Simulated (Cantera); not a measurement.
Cantera run:

```python
import numpy as np
import cantera as ct

gas_names = """
    C CN CO CO2 C2 CCN CNC C2N2 C2O C3 C3O2 C4 C4N2 C5 Cu CuO Cu2 N NCO NO NO2 NO3 N2 N2O O O2 O3
""".split()
cond_names = """
    C(gr) Cu(cr) Cu(L) CuO(s) Cu2O(s) Cu2O(L)
""".split()


# ... load() reads the species with a 1 bar reference pressure and builds the phases ...
atoms = {
    'Cu2O': {'Cu': 2, 'O': 1},
    'CO': {'C': 1, 'O': 1},
    'N2': {'N': 2},
}
top_T = {'C(gr)': 4500, 'CuO(s)': 1390}  # K; cautious upper limits of use, not melting points


# ... equilibrate(T, P, feed) seeds the gas with the atoms and calls Mixture.equilibrate('TP', solver="vcs", rtol=1e-11, max_steps=5000) ...
results = []
P = 7700  # Pa
for T in [1873, 1973, 2073, 2173, 2273, 2373, 2473, 2573, 2673]:
    for m in [1.6, 2.4, 3.1, 3.9, 4.7, 5.5, 6.3, 7.1, 7.9]:
        feed = {'Cu2O': 1, 'CO': 0.6, 'N2': m}  # mol
        mix = equilibrate(T, P, feed)
        results.append((T, P, feed, dict(zip(mix.species_names, mix.species_moles))))

for T, P, feed, n in results:
    print(f"{T:7g} {feed['N2']:10.4g}  " + (" + ".join(c for c in cond_names if n.get(c, 0) > 1e-12) or "gas only"))
```

Output:

```
   1873        1.6  Cu(L) + Cu2O(L)
   1873        2.4  Cu(L)
   1873        3.1  Cu(L)
   1873        3.9  Cu(L)
   1873        4.7  Cu(L)
   1873        5.5  Cu(L)
   1873        6.3  Cu(L)
   1873        7.1  Cu(L)
   1873        7.9  Cu(L)
   1973        1.6  Cu(L)
   1973        2.4  Cu(L)
   1973        3.1  Cu(L)
   1973        3.9  Cu(L)
   1973        4.7  Cu(L)
   1973        5.5  Cu(L)
   1973        6.3  Cu(L)
   1973        7.1  Cu(L)
   1973        7.9  Cu(L)
   2073        1.6  Cu(L)
   2073        2.4  Cu(L)
   2073        3.1  Cu(L)
   2073        3.9  Cu(L)
   2073        4.7  Cu(L)
   2073        5.5  Cu(L)
   2073        6.3  Cu(L)
   2073        7.1  Cu(L)
   2073        7.9  Cu(L)
   2173        1.6  Cu(L)
   2173        2.4  Cu(L)
   2173        3.1  Cu(L)
   2173        3.9  Cu(L)
   2173        4.7  Cu(L)
   2173        5.5  gas only
   2173        6.3  gas only
   2173        7.1  gas only
   2173        7.9  gas only
   2273        1.6  gas only
   2273        2.4  gas only
   2273        3.1  gas only
   2273        3.9  gas only
   2273        4.7  gas only
   2273        5.5  gas only
   2273        6.3  gas only
   2273        7.1  gas only
   2273        7.9  gas only
   2373        1.6  gas only
   2373        2.4  gas only
   2373        3.1  gas only
   2373        3.9  gas only
   2373        4.7  gas only
   2373        5.5  gas only
   2373        6.3  gas only
   2373        7.1  gas only
   2373        7.9  gas only
   2473        1.6  gas only
   2473        2.4  gas only
   2473        3.1  gas only
   2473        3.9  gas only
   2473        4.7  gas only
   2473        5.5  gas only
   2473        6.3  gas only
   2473        7.1  gas only
   2473        7.9  gas only
   2573        1.6  gas only
   2573        2.4  gas only
   2573        3.1  gas only
   2573        3.9  gas only
   2573        4.7  gas only
   2573        5.5  gas only
   2573        6.3  gas only
   2573        7.1  gas only
   2573        7.9  gas only
   2673        1.6  gas only
   2673        2.4  gas only
   2673        3.1  gas only
   2673        3.9  gas only
   2673        4.7  gas only
   2673        5.5  gas only
   2673        6.3  gas only
   2673        7.1  gas only
   2673        7.9  gas only
```

Method: chemical equilibrium by Gibbs-energy minimisation in Cantera with the NASA 1993 tables (ideal gas, pure condensed phases). Each liquid is taken as pure. Mutual solubility and eutectic melting of coexisting phases are not modelled.
